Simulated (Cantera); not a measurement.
Charge: 1 mol (CH3)2SiCl2, 0.58 mol HCl, 160 mol H2, equilibrated at 15000 Pa.

Cantera equilibrium calculation (NASA polynomials, part measured and part estimated; ideal gas, pure solids and liquids). Candidate condensed phases: C, C6H6, C7H8, C8H18, Si, SiC; 109 gas species. The feed counts by its element totals alone. Gases not in the tables: Si2H6 and higher silanes. Equilibrium is a limit: real reactors are often held back by kinetics, nucleation or transport.

Problem. Which condensed phases are stable at each of these points (T (K)): 1148, 1298, 1448, 1598, 1748, 1898, 2048, 2198, 2348, 2498, 2648?

Solution. 
```
T (K)      condensed phases  Si condensed (%)
-----  --------------------  ----------------
1148   C(graphite) + SiC(s)             100.0
1298   C(graphite) + SiC(s)             100.0
1448   C(graphite) + SiC(s)              99.9
1598   C(graphite) + SiC(s)              99.8
1748   C(graphite) + SiC(s)              99.7
1898   C(graphite) + SiC(s)              99.5
2048   C(graphite) + SiC(s)              98.4
2198   C(graphite) + SiC(s)              92.4
2348                 SiC(s)              53.4
2498               gas only               0.0
2648               gas only               0.0
```

From 1148 K to 2198 K the condensed part is C(graphite) + SiC(s). At 2348 K the condensed part is SiC(s). From 2498 K to 2648 K nothing is condensed.
